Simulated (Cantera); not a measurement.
Source: NASA polynomial tables (part measured, part estimated), evaluated in Cantera. Values are per mole of reaction as written; species without (g) are pure solids or liquids, kept so even where they would boil at 1 bar.

2 N2O(g) = NO2(g) + 3 N(g)

```
T (K)  ΔH° (kJ)  ΔS° (J/K)  ΔG° (kJ)  log10 K
-----  --------  ---------  --------  -------
300      1289.1      260.2    1211.0  -210.85
1198     1297.9      276.7     966.4   -42.13
1273          ?          ?         ?        ?
1348     1298.2      277.0     924.8   -35.84
1423     1298.3      277.1     904.1   -33.18
1498          ?          ?         ?        ?
1573     1298.4      277.1     862.5   -28.64
1648     1298.4      277.1     841.7   -26.68
1723     1298.4      277.1     820.9   -24.89
1798     1298.3      277.1     800.1   -23.24
```

Q: Fill in the missing entries.

A: 
- 1273, ΔH° (kJ): 1298.1
- 1273, ΔS° (J/K): 276.9
- 1273, ΔG° (kJ): 945.6
- 1273, log10 K: -38.80
- 1498, ΔH° (kJ): 1298.4
- 1498, ΔS° (J/K): 277.1
- 1498, ΔG° (kJ): 883.3
- 1498, log10 K: -30.80
